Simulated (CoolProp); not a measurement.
Vapour-liquid equilibrium of acetone (1) + n-hexane (2) at 0.677 MPa; x and y are mole fractions of (1).

Values from CoolProp's multi-fluid Helmholtz-energy mixture model, Lemmon 2006 and Thol 2019; pair parameters Bell 2016.

```tsv
x	bubble temperature (K)	y at the bubble point	dew temperature at overall composition x (K)	liquid density (mol/L)
0.05	411.5	0.140	415.5	6.324
0.15	403.2	0.321	___	6.691
0.25	398.5	0.429	406.5	7.052
0.35	395.7	0.502	401.9	7.432
0.45	394.0	0.559	397.6	7.852
0.55	393.0	0.610	394.2	8.324
0.65	392.6	0.661	392.6	___
0.75	392.7	0.722	393.0	9.473
0.85	___	___	___	10.16
0.95	___	0.918	___	___
```

Question: Fill in the missing entries.

Answer: 
- 0.15, dew temperature at overall composition x (K): 411.0
- 0.65, liquid density (mol/L): 8.862
- 0.85, bubble temperature (K): 393.7
- 0.85, y at the bubble point: 0.801
- 0.85, dew temperature at overall composition x (K): 394.6
- 0.95, bubble temperature (K): 396.1
- 0.95, dew temperature at overall composition x (K): 396.9
- 0.95, liquid density (mol/L): 10.93

y crosses x between x = 0.65 and 0.75: the model has an azeotrope there.

The pair parameters rest on a limited set of measurements; away from them the model extrapolates.
